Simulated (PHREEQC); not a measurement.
Model water analysis in mmol/kgw, 25 °C, pH 3.37: Na 105; K 3.22; Ca 3.92; Mg 11.6; Cl 46.1; S(6) 75.7.

Valence states are taken as typed.

Model: Pitzer model, pitzer.dat, run in PHREEQC.

Each row changes one thing in this solution. This is a speciation only: nothing precipitates in the calculation.

| case | HSO4- (mol/kgw) | SI of Gypsum (CaSO4:2H2O) | SI of Epsomite (MgSO4:7H2O) |
|---|---|---|---|
| as made | 0.000888 | -0.42 | -2.61 |
| all concentrations times 4 at the same typed pH | 0.00177 | +0.19 | -1.99 |
| temperature from 25 to 15 °C at the same typed pH | 0.000683 | -0.39 | -2.51 |
| Ca from 3.92 to 11.8 mmol/kgw | 0.000830 | +0.04 | -2.63 |

Some of these states are supersaturated (in Gypsum, for instance).
